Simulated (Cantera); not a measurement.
Calcination and drying: K2SO4 + H2O + O2

Charge: 1 mol K2SO4, 0.8 mol H2O, 0.29 mol O2.

Cantera equilibrium calculation (NASA polynomials, part measured and part estimated; ideal gas, pure solids and liquids). Candidate condensed phases: H2O, H2SO4, K, KOH, KO2, K2O, K2O2, K2S, K2SO4, S; 26 gas species. Equilibrium is a limit: real reactors are often held back by kinetics, nucleation or transport.

Problem. Map the stable condensed phases over T = 550, 650, 750, 850, 950, 1050, 1150, 1250, 1350, 1450, 1550, 1650, 1750, 1850 °C and P in Pa = 10, 32, 100, 320, 1000, 3200, 10000, 32000, 100000, 320000, 1000000.

Solution. 
```
T in °C \ P in Pa
              10      32     100     320    1000    3200   10000   32000  100000  320000 1000000
   1850        A       A       A       A       A       A       A       A       B       B       B
   1750        A       A       A       A       A       A       A       B       B       B       B
   1650        A       A       A       A       A       A       B       B       B       B       B
   1550        A       A       A       A       A       A       B       B       B       B       B
   1450        A       A       A       A       A       B       B       B       B       B       B
   1350        A       A       A       A       B       B       B       B       B       B       B
   1250        A       A       B       B       B       B       B       B       B       B       B
   1150        A       B       B       B       B       B       B       B       B       B       B
   1050        B       B       B       B       B       B       B       B       B       B       B
    950        B       B       B       B       B       B       B       B       B       B       B
    850        B       B       B       B       B       B       B       B       B       B       B
    750        B       B       B       B       B       B       B       B       B       B       B
    650        B       B       B       B       B       B       B       B       B       B       B
    550        B       B       B       B       B       B       B       B       B       B       B
```
A: gas only; B: K2SO4.
